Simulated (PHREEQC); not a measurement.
Solution (55 °C): 0.01 mol/kgw Na2S, 0.00083 mol/kgw HCl and 0.0011 mol/kgw MnCl2. Closed to the air; pH follows from the charge balance.

Equilibrium calculation in PHREEQC: ion-association model, wateq4f.dat.

**Question.** The ionic strength comes out as 0.0222 mol/kgw. What activity coefficients do OH-, Cl-, HS-, Mn+2, Na+ get?

**Answer.** OH- 0.85, Cl- 0.86, HS- 0.85, Mn+2 0.56, Na+ 0.86.

This is a speciation only: nothing precipitates in the calculation. The solution is supersaturated, for example in MnS(Green), so a real one may precipitate; this is no full list. With this much S-2 the pH rests on the database's HS-/S-2 constant; if that pK is higher, the solution is more alkaline. The database's pK near 12.9 for HS-/S-2 is now thought far too low, so its S-2 is overstated. Away from 25 °C the constants follow the database's enthalpies or fits; those with neither stay at their 25 °C values. The polysulfide entries of wateq4f.dat were taken out for this run.
